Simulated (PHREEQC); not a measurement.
Solution (25 °C): 80 mmol/kgw Pb(NO3)2. It is in equilibrium with CO2 at log p = -3.5 (atm). Otherwise closed; pH follows from the charge balance.

Equilibrium calculation in PHREEQC: ion-association model, phreeqc.dat.

Problem. The ionic strength comes out as 0.182 mol/kgw. What activity coefficients do H+, NO3-, PbOH+, Pb+2, PbNO3+ get?

Solution. H+ 0.80, NO3- 0.70, PbOH+ 0.75, Pb+2 0.32, PbNO3+ 0.75.

No solid was allowed to form.
